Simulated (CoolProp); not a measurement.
A single-stage vapour-compression cycle with the fluid: evaporating at 221.15 K (dew point), condensing at 267.15 K (bubble point), superheat 2 K, subcooling 5 K, compressor efficiency 0.85, no pressure losses. The same conditions are run with several fluids, on thermodynamics alone (safety and materials aside).

Model: reference Helmholtz-energy equation of state of each fluid (R227EA: Lemmon 2016; R125: Lemmon 2005; C2F6 (R116): Lemmon 2006; hydrogen sulfide: Lemmon 2006; CH3F (R41): Lemmon 2006; C3F8 (R218): Lemmon 2006), in CoolProp.

```json
[
 {"fluid": "R227EA", "cooling COP": "3.40", "pressure ratio": "9.70", "discharge temperature (K)": "270.0", "refrigerating effect (kJ/kg)": "104", "volumetric capacity (kJ/m³)": "155"},
 {"fluid": "R125", "cooling COP": "3.38", "pressure ratio": "6.63", "discharge temperature (K)": "281.1", "refrigerating effect (kJ/kg)": "120", "volumetric capacity (kJ/m³)": "672"},
 {"fluid": "C2F6 (R116)", "cooling COP": "2.83", "pressure ratio": "4.59", "discharge temperature (K)": "271.8", "refrigerating effect (kJ/kg)": "60.4", "volumetric capacity (kJ/m³)": "1710"},
 {"fluid": "hydrogen sulfide", "cooling COP": "3.39", "pressure ratio": "5.69", "discharge temperature (K)": "362.1", "refrigerating effect (kJ/kg)": "456", "volumetric capacity (kJ/m³)": "1310"},
 {"fluid": "CH3F (R41)", "cooling COP": "3.27", "pressure ratio": "4.83", "discharge temperature (K)": "333.3", "refrigerating effect (kJ/kg)": "358", "volumetric capacity (kJ/m³)": "2580"},
 {"fluid": "C3F8 (R218)", "cooling COP": "3.17", "pressure ratio": "7.05", "discharge temperature (K)": "267.2", "refrigerating effect (kJ/kg)": "71.3", "volumetric capacity (kJ/m³)": "359"}
]
```

The compression ends wet for: C3F8 (R218).
